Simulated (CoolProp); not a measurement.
A simple Rankine cycle with cis-2-butene: condensing at 290.15 K, boiler at 1.17 MPa, turbine inlet 513.6 K, turbine efficiency 0.6, pump efficiency 0.8, no recuperator. Each further row changes one setting.

Values from CoolProp's reference Helmholtz-energy equation of state, Lemmon 2005. It is a short technical equation, of lower accuracy than the large ones.

```tsv
case	thermal efficiency (%)	net work (kJ/kg)	heat in (kJ/kg)	turbine exit temperature (K)	volume ratio over the turbine
as stated	9.8	79.1	803	470.6	6.87
condensing temperature 282.15 K	11.0	90.0	821	465.1	9.03
boiler pressure 0.819 MPa	8.2	66.5	809	479.0	4.81
turbine efficiency 0.5	8.2	65.6	803	476.9	6.97
```
